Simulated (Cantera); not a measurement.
An isothermal, constant-pressure homogeneous reactor starts with H2 : O2 = 0.29 : 1 (molar parts), at 1223 K and 20.0 Torr.

Cantera simulation using GRI-Mech 3.0 (53 species, 325 reactions); the numbers are that mechanism's predictions, not measurements. Radical loss at walls, strong at low pressure, is not modelled. The temperature is held fixed by assumption; the heat of reaction is taken as removed at once.

One state of this run: x H2 = 9.03e-6; x O2 = 0.747; x H2O2 = 7.60e-8; x HO2 = 4.72e-7; x H2O = 0.253; x H = 1.25e-6. x: mole fraction; the columns are a selection and need not sum to one.

Q: Which value of t (s) does it belong to?
A) 0.0246
B) 0.110
C) 6.05e-5
D) 0.000272

A: B, 0.110
